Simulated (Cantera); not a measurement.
Input: 1 mol Si, 1.1 mol HCl, 3.1 mol H₂, a varied amount of HF, equilibrated at 700 K and 18.0 Pa.

Equilibrium computed with Cantera from the NASA thermochemical tables; the gas is ideal and each condensed phase is pure. Candidate condensed phases: Si; 37 gas species. Equilibrium is a limit: real reactors are often held back by kinetics, nucleation or transport.

Q: At 5.6 mol HF, list the 4 most abundant gas species with their mole fractions, and the condensed phases.

A: H₂ 0.580, HF 0.182, HCl 0.125, SiF₄ 0.114. Condensed: gas only.
